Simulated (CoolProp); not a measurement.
Vapour-liquid equilibrium of R125 (1) + R152A (2) at 254 kPa; x and y are mole fractions of (1).

Model: multi-fluid Helmholtz-energy mixture model, Lemmon 2005 and Outcalt 1996; pair parameters Bell 2016, in CoolProp.

| x | bubble temperature (°C) | y at the bubble point | dew temperature at overall composition x (°C) | liquid density (mol/L) |
|---|---|---|---|---|
| 0.05 | -3.2 | 0.115 | -2.0 | 14.43 |
| 0.15 | -6.9 | 0.300 | -3.9 | 14.16 |
| 0.25 | -10.0 | 0.444 | -5.9 | 13.89 |
| 0.35 | -12.8 | 0.562 | -8.0 | 13.63 |
| 0.45 | -15.3 | 0.662 | -10.2 | 13.36 |
| 0.55 | -17.8 | 0.748 | -12.5 | 13.10 |
| 0.65 | -20.1 | 0.822 | -15.0 | 12.85 |
| 0.75 | -22.3 | 0.886 | -17.8 | 12.60 |
| 0.85 | -24.4 | 0.939 | -21.0 | 12.34 |
| 0.95 | -26.4 | 0.982 | -24.9 | 12.09 |

No azeotrope shows between x = 0.05 and 0.95.

The pair parameters rest on a limited set of measurements; away from them the model extrapolates.
